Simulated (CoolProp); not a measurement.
Vapour-liquid equilibrium of methanol (1) + n-undecane (2) at 403.9 K; x and y are mole fractions of (1).

Computed with CoolProp (multi-fluid Helmholtz-energy mixture model, de Reuck 1993 and Aleksandrov 2011; pair parameters Bell 2016).

Task: Give the bubble pressure and the first vapour's composition at x = 0.05, 0.2, 0.8. Is there an azeotrope?

Result: x = 0.05: 27.49 kPa, y = 0.489; x = 0.2: 186.4 kPa, y = 0.941; x = 0.8: 747.2 kPa, y = 0.989. No azeotrope shows between x = 0.05 and 0.95.

Pair parameters are fitted to limited data, so mixtures are less certain than the pure fluids. The gap from Raoult's law changes sign with composition, which may be real or a fault of the pair parameters; it wasn't checked against measurements. With so large a gap from Raoult's law the liquid may split in two, which this calculation doesn't test in full.
